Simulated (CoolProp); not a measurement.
A single-stage vapour-compression cycle with R410A: evaporating at 272.15 K (dew point), condensing at 299.15 K (bubble point), superheat 2 K, subcooling 0 K, compressor efficiency 0.85, no pressure losses. Each further row changes one setting.

Computed with CoolProp (reference Helmholtz-energy equation of state, Lemmon 2003). It is a pseudo-pure fit of the blend.

```tsv
case	cooling COP	pressure ratio	discharge temperature (K)	refrigerating effect (kJ/kg)	volumetric capacity (kJ/m³)
as stated	7.14	2.20	316.5	182	5300
evaporating temperature 277.15 K	…	…	313.4	…	…
condensing temperature 294.15 K	9.05	…	308.9	190	5550
subcooling 5 K	7.48	2.20	316.5	190	5550
superheat 12 K	7.07	2.20	327.1	192	5260
compressor efficiency 0.75	6.30	2.20	319.4	182	5300
```

Q: Fill in the missing entries.

A: 
- evaporating temperature 277.15 K, cooling COP: 9.10
- evaporating temperature 277.15 K, pressure ratio: 1.88
- evaporating temperature 277.15 K, refrigerating effect (kJ/kg): 183
- evaporating temperature 277.15 K, volumetric capacity (kJ/m³): 6280
- condensing temperature 294.15 K, pressure ratio: 1.92
